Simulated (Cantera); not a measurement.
An isothermal plug-flow reactor at 775 K and 2.20 bar (inlet), inlet velocity 0.067 m/s, active area per volume 520 1/m; feed CH4 : O2 : N2 = 0.0065 : 0.16 : 0.79 (molar parts).

Computed with Cantera and Deutschmann's 1995 Pt surface mechanism with GRI-Mech 3.0 gas chemistry. Catalytic surfaces can have several steady states; this one follows from the mechanism file's or the stated starting coverage. Mass transfer to the wall is taken as infinitely fast.

What does this change do: inlet velocity 0.067 to 0.1 m/s?


```json
[
 {"quantity": "x(CH4) at z = 0.067 m", "before": "0.00627", "after": "0.00644"},
 {"quantity": "x(O2) at z = 0.067 m", "before": "0.166", "after": "0.167"},
 {"quantity": "x(H2O) at z = 0.067 m", "before": "0.00105", "after": "0.000712"},
 {"quantity": "x(CO2) at z = 0.067 m", "before": "0.000523", "after": "0.000355"},
 {"quantity": "x(CO) at z = 0.067 m", "before": "5.75e-7", "after": "5.90e-7"},
 {"quantity": "θ(free Pt) at the exit", "before": "0.0147", "after": "0.0147"},
 {"quantity": "θ(O*) at the exit", "before": "0.985", "after": "0.985"}
]
```
